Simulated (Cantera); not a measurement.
## Low-pressure radical oxidation in H2/O2

An isothermal, constant-pressure homogeneous reactor starts with H₂ : O₂ : N₂ = 0.12 : 1 : 3.4 (molar parts), equivalence ratio 0.060, at 1100 K and 1330 Pa.

Detailed kinetics in Cantera: the H2/O2 subset of GRI-Mech 3.0, which has no nitrogen chemistry. Radical loss at walls, strong at low pressure, is not modelled.

| t (s) | x H₂ | x O₂ | x H₂O₂ | x H | x HO₂ | x H₂O | x OH |
|---|---|---|---|---|---|---|---|
| 0.00100 | 0.0265 | 0.221 | <1e-12 | 9.38e-10 | 6.90e-10 | 1.07e-9 | 4.58e-10 |
| 0.00237 | 0.0265 | 0.221 | 1.64e-12 | 1.23e-8 | 1.75e-9 | 2.31e-8 | 6.55e-9 |
| 0.00562 | 0.0265 | 0.221 | 3.14e-11 | 4.43e-6 | 5.18e-8 | 8.91e-6 | 2.36e-6 |
| 0.0133 | 0.00212 | 0.206 | 5.65e-8 | 0.00855 | 1.33e-6 | 0.0194 | 0.00152 |
| 0.0316 | 0.000655 | 0.205 | 3.07e-8 | 0.00559 | 1.23e-6 | 0.0227 | 0.000998 |
| 0.0750 | 0.000424 | 0.207 | 3.46e-8 | 0.00273 | 1.16e-6 | 0.0246 | 0.000801 |
| 0.178 | 0.000170 | 0.209 | 3.75e-8 | 0.000658 | 9.46e-7 | 0.0261 | 0.000503 |
| 0.422 | 3.95e-5 | 0.210 | 3.22e-8 | 7.20e-5 | 5.56e-7 | 0.0267 | 0.000241 |
| 1.00 | 7.08e-6 | 0.211 | 1.88e-8 | 5.55e-6 | 2.13e-7 | 0.0268 | 0.000102 |
x: mole fraction; the columns are a selection and need not sum to one.

Equilibrium at this temperature and pressure: H₂ 6.73e-10, O₂ 0.211, H₂O₂ 1.29e-11, H 5.85e-12, HO₂ 7.05e-10, H₂O 0.0269, OH 1.04e-6 (gas phase only).
